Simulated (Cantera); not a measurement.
What does this Cantera script print?

```python
import numpy as np
import cantera as ct

gas_names = """
    Fe H H2 H2S S SH S2 S8
""".split()
cond_names = """
    Fe(a) Fe(c) Fe(d) Fe(L) FeS(a) FeS(b) FeS(c) FeS(L) FeS2(s) S(cr1) S(cr2) S(L)
""".split()


# ... load() reads the species with a 1 bar reference pressure and builds the phases ...
atoms = {
    'Fe': {'Fe': 1},
    'H2S': {'H': 2, 'S': 1},
    'H2': {'H': 2},
}
top_T = {'FeS2(s)': 1010}  # K; cautious upper limits of use, not melting points


# ... equilibrate(T, P, feed) seeds the gas with the atoms and calls Mixture.equilibrate('TP', solver="vcs", rtol=1e-11, max_steps=5000) ...
results = []
feed = {'Fe': 1, 'H2S': 0.02, 'H2': 94}  # mol
P = 3600  # Pa
for T in [675, 875, 1075, 1275, 1475, 1675, 1875]:
    mix = equilibrate(T, P, feed)
    results.append((T, P, feed, dict(zip(mix.species_names, mix.species_moles))))
    x = sorted(zip(gas.X, gas.species_names), reverse=True)
    print(f"T = {T:g} K  P = {P:g} Pa  gas = {mix.phase_moles(0):.4g} mol")
    print("   x: " + "  ".join(f"{s} {v:.3e}" for v, s in x if v > 1e-05))
    print("   condensed (mol): " + ("  ".join(f"{mix.phase(i).name} {mix.phase_moles(i):.4g}"
          for i in range(1, mix.n_phases) if mix.phase_moles(i) > 1e-12) or "none"))
```

Output:

```
T = 675 K  P = 3600 Pa  gas = 94.02 mol
   x: H2 1.000e+00  H2S 2.411e-05
   condensed (mol): Fe(a) 0.9823  FeS(c) 0.01773
T = 875 K  P = 3600 Pa  gas = 94.02 mol
   x: H2 9.998e-01  H2S 2.127e-04
   condensed (mol): Fe(a) 1
T = 1075 K  P = 3600 Pa  gas = 94.02 mol
   x: H2 9.998e-01  H2S 2.127e-04
   condensed (mol): Fe(a) 1
T = 1275 K  P = 3600 Pa  gas = 94.02 mol
   x: H2 9.998e-01  H2S 2.122e-04
   condensed (mol): Fe(c) 1
T = 1475 K  P = 3600 Pa  gas = 94.02 mol
   x: H2 9.997e-01  H2S 2.086e-04  H 6.835e-05
   condensed (mol): Fe(c) 0.9998
T = 1675 K  P = 3600 Pa  gas = 94.06 mol
   x: H2 9.991e-01  H 6.117e-04  H2S 1.931e-04  Fe 1.153e-04  SH 1.806e-05
   condensed (mol): Fe(d) 0.9892
T = 1875 K  P = 3600 Pa  gas = 94.4 mol
   x: H2 9.941e-01  H 3.445e-03  Fe 2.254e-03  H2S 1.528e-04  SH 5.057e-05
   condensed (mol): Fe(L) 0.7873
```

Cantera equilibrium calculation (NASA polynomials, part measured and part estimated; ideal gas, pure solids and liquids). FeS: taken at fixed stoichiometry.
